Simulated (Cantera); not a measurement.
A closed system holds: 1 mol c-C₄F₈, 0.49 mol Si, held at 3.70 Pa.

Method: chemical equilibrium by Gibbs-energy minimisation in Cantera with the NASA 1993 tables (ideal gas, pure condensed phases). Candidate condensed phases: C, Si, SiC; 23 gas species. The feed counts by its element totals alone. Gases not in the tables: C₂F₆ and larger saturated fluorocarbons. Kinetics and transport are ignored.

Problem. At 1550 K, list the 5 most abundant gas species with their mole fractions, and the condensed phases.

Solution. CF₄ 0.736, SiF₄ 0.242, CF₂ 0.0124, F 0.00874, CF₃ 0.000575. Condensed: C(graphite).
